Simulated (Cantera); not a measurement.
A perfectly stirred reactor is fed with 30.3 % C2H6, 69.7 % H2, at 0.000266 atm; it is held at 1100 K, and followed from long to short residence time.

Computed with Cantera and GRI-Mech 3.0 (53 species, 325 reactions). GRI-Mech 3.0 stops at C3 and has no aromatics, soot or wall deposition, so with more carbon than oxygen in the feed, carbon stays in small species such as C2H2 where larger ones or solid carbon would form. Radical loss at walls, strong at low pressure, is not modelled.

x: mole fraction; the columns are a selection and need not sum to one.

```json
[
 {"τ (s)": "24", "x C2H6": "0.0751", "x H2": "0.693", "x CH2": "1.60e-9", "x CH3": "0.000127", "x H": "1.86e-5", "x C2H": "1.10e-11", "x C2H2": "0.00659"},
 {"τ (s)": "6.2", "x C2H6": "0.174", "x H2": "0.698", "x CH2": "2.67e-9", "x CH3": "0.000173", "x H": "1.72e-5", "x C2H": "1.64e-12", "x C2H2": "0.00107"},
 {"τ (s)": "1.6", "x C2H6": "0.266", "x H2": "0.699", "x CH2": "1.63e-9", "x CH3": "0.000122", "x H": "1.22e-5", "x C2H": "<1e-12", "x C2H2": "6.35e-5"},
 {"τ (s)": "0.43", "x C2H6": "0.298", "x H2": "0.698", "x CH2": "1.64e-10", "x CH3": "3.13e-5", "x H": "5.25e-6", "x C2H": "<1e-12", "x C2H2": "9.45e-7"},
 {"τ (s)": "0.11", "x C2H6": "0.303", "x H2": "0.697", "x CH2": "1.28e-11", "x CH3": "___", "x H": "___", "x C2H": "<1e-12", "x C2H2": "___"},
 {"τ (s)": "0.029", "x C2H6": "0.303", "x H2": "0.697", "x CH2": "2.30e-12", "x CH3": "5.55e-6", "x H": "3.61e-7", "x C2H": "<1e-12", "x C2H2": "1.85e-11"},
 {"τ (s)": "0.0077", "x C2H6": "0.303", "x H2": "0.697", "x CH2": "<1e-12", "x CH3": "2.64e-6", "x H": "8.34e-8", "x C2H": "<1e-12", "x C2H2": "<1e-12"},
 {"τ (s)": "0.0020", "x C2H6": "0.303", "x H2": "0.697", "x CH2": "<1e-12", "x CH3": "___", "x H": "___", "x C2H": "<1e-12", "x C2H2": "<1e-12"},
 {"τ (s)": "0.00053", "x C2H6": "0.303", "x H2": "0.697", "x CH2": "<1e-12", "x CH3": "2.49e-7", "x H": "2.91e-9", "x C2H": "<1e-12", "x C2H2": "<1e-12"}
]
```

Fill in the missing entries.


- 0.11, x CH3: 9.23e-6
- 0.11, x H: 1.45e-6
- 0.11, x C2H2: 4.65e-9
- 0.0020, x CH3: 8.72e-7
- 0.0020, x H: 1.74e-8
